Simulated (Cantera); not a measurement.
A perfectly stirred reactor is fed with 2.20 % H2, 81.5 % O2, 16.3 % N2, equivalence ratio 0.013, at 2.48 Torr; it is held at 1325 K, and followed from long to short residence time.

Detailed kinetics in Cantera: GRI-Mech 3.0 (53 species, 325 reactions). Radical loss at walls, strong at low pressure, is not modelled.

**Question.** Predict: x(H2) at τ = 13.0 s; x(O2) at τ = 13.0 s; x(NO) at τ = 13.0 s; x(H) at τ = 13.0 s; x(H2O2) at τ = 13.0 s; x(H2) at τ = 93.0 ms; x(O2) at τ = 93.0 ms; x(NO) at τ = 93.0 ms; x(H) at τ = 93.0 ms; x(H2O2) at τ = 93.0 ms.

**Answer.** 
| Quantity | Value |
|---|---|
| x(H2) at τ = 13.0 s | 6.48e-5 |
| x(O2) at τ = 13.0 s | 0.808 |
| x(NO) at τ = 13.0 s | 7.75e-8 |
| x(H) at τ = 13.0 s | 0.000223 |
| x(H2O2) at τ = 13.0 s | 5.42e-9 |
| x(H2) at τ = 93.0 ms | 0.000567 |
| x(O2) at τ = 93.0 ms | 0.796 |
| x(NO) at τ = 93.0 ms | 8.33e-9 |
| x(H) at τ = 93.0 ms | 0.00180 |
| x(H2O2) at τ = 93.0 ms | 8.87e-9 |
